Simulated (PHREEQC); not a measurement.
Solution (20 °C): 0.0026 mol/kgw CuSO4, 0.0016 mol/kgw HBF4 and 0.024 mol/kgw H3BO3. Closed to the air; pH follows from the charge balance.

Equilibrium calculation in PHREEQC: ion-association model, phreeqc.dat.

| quantity | before | after |
|---|---|---|
| pH | 2.79 | 1.88 |
| ionic strength (mol/kgw) | 0.0104 | 0.0234 |
| H3BO3 (mol/kgw) | 0.0241 | 0.0243 |
| Cu+2 (mol/kgw) | 0.00220 | 0.00239 |
| SO4-2 (mol/kgw) | 0.00200 | 0.00136 |

**Question.** Name the change that produced these shifts.
(A) HBF4 from 0.0016 to 0.016 mol/kgw
(B) temperature from 20 to 30 °C
(C) HBF4 from 0.0016 to 0.0008 mol/kgw
(D) temperature from 20 to 35 °C
(E) H3BO3 from 0.024 to 0.036 mol/kgw

**Answer.** A, HBF4 from 0.0016 to 0.016 mol/kgw

No solid was allowed to form. Real BF4- forms and hydrolyses slowly; the run takes it at equilibrium.
